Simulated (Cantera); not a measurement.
What does this Cantera script print?

```python
import numpy as np
import cantera as ct

gas_names = """
    B BF BF2 BF3 BN B2 F F2 N NF NF2 NF3 N2
""".split()
cond_names = """
    B(b) B(L) BN(s)
""".split()


# ... load() reads the species with a 1 bar reference pressure and builds the phases ...
atoms = {
    'BN': {'B': 1, 'N': 1},
    'NF3': {'N': 1, 'F': 3},
}
top_T = {'BN(s)': 3200}  # K; cautious upper limits of use, not melting points


# ... equilibrate(T, P, feed) seeds the gas with the atoms and calls Mixture.equilibrate('TP', solver="vcs", rtol=1e-11, max_steps=5000) ...
results = []
feed = {'BN': 1, 'NF3': 1.2}  # mol
T = 773.15  # K
for P in [1, 4.2, 18, 75, 320, 1300, 5600, 24000, 100000]:
    mix = equilibrate(T, P, feed)
    results.append((T, P, feed, dict(zip(mix.species_names, mix.species_moles))))

top = {s: max(r[3][s] / sum(r[3][g] for g in gas_names) for r in results) for s in gas_names}
cols = sorted((s for s in top if top[s] > 0.001), key=lambda s: -top[s])[:8]
seen = [c for c in cond_names if any(r[3].get(c, 0) > 1e-12 for r in results)]
print("log10 of partial pressures in bar; condensed amounts in mol")
print(f"{'P/Pa':>10s}" + "".join(f"{s[:9]:>10s}" for s in cols + seen))
for T, P, feed, n in results:
    ng = sum(n[g] for g in gas_names)
    print(f"{P:10.4g}" + "".join(f"{np.log10(max(n[s] / ng * P / 1e5, 1e-99)):10.3f}" for s in cols)
          + "".join(f"{n.get(c, 0):10.4g}" for c in seen))
```

Output:

```
log10 of partial pressures in bar; condensed amounts in mol
      P/Pa        N2       BF3         F        F2       NF3
         1    -5.384    -5.426    -5.702    -6.874   -11.399
       4.2    -4.751    -4.793    -5.177    -5.822    -9.506
        18    -4.107    -4.148    -4.727    -4.923    -7.835
        75    -3.477    -3.518    -4.349    -4.167    -6.386
       320    -2.841    -2.881    -4.005    -3.479    -5.036
      1300    -2.229    -2.265    -3.706    -2.882    -3.834
      5600    -1.593    -1.620    -3.448    -2.366    -2.742
   2.4e+04    -0.961    -0.976    -3.257    -1.984    -1.853
     1e+05    -0.342    -0.349    -3.116    -1.701    -1.119
```

Equilibrium computed with Cantera from the NASA thermochemical tables; the gas is ideal and each condensed phase is pure.
